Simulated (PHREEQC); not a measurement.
Make-up at 25 °C: 180 mmol/kgw Cu(NO3)2 and 5.8 mmol/kgw NaCl. Closed to the air; pH follows from the charge balance.

Computed with PHREEQC (ion-association model, wateq4f.dat).

| Quantity | Result |
|---|---|
| pH | 4.11 |
| ionic strength | 0.544 mol/kgw |
| activity of water | 0.991 |

```tsv
species	molality	activity	log γ
NO3-	0.360	0.218	-0.218
Cu+2	0.179	0.0437	-0.613
Na+	0.00580	0.00410	-0.150
Cl-	0.00519	0.00331	-0.195
CuCl+	0.000605	0.000389	-0.191
H+	0.000102	7.76e-5	-0.118
Cu2(OH)2+2	4.65e-5	1.36e-5	-0.533
CuOH+	8.66e-6	5.58e-6	-0.191
CuCl2	6.11e-7	6.92e-7	0.054
Cu(OH)2	1.31e-7	1.49e-7	0.054
```

This is a speciation only: nothing precipitates in the calculation. Complexes and solids missing from the database can't appear.
